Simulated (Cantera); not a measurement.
Input: 1 mol Ti, 7.5 mol H2, held at 1.88 Torr.

Equilibrium computed with Cantera from the NASA thermochemical tables; the gas is ideal and each condensed phase is pure. Candidate condensed phases: Ti; 3 gas species. Equilibrium is a limit: real reactors are often held back by kinetics, nucleation or transport.

Task: Which condensed phases are stable at each of these points (T (K)): 1050, 1125, 1200, 1275, 1350, 1425, 1500, 1575, 1650, 1725, 1800?

Result: 
```tsv
T (K)	condensed phases	Ti condensed (%)
1050	Ti(α)	100.0
1125	Ti(α)	100.0
1200	Ti(β)	100.0
1275	Ti(β)	100.0
1350	Ti(β)	100.0
1425	Ti(β)	100.0
1500	Ti(β)	100.0
1575	Ti(β)	100.0
1650	Ti(β)	100.0
1725	Ti(β)	100.0
1800	Ti(β)	99.9
```

From 1050 K to 1125 K the condensed part is Ti(α). From 1200 K to 1800 K the condensed part is Ti(β).
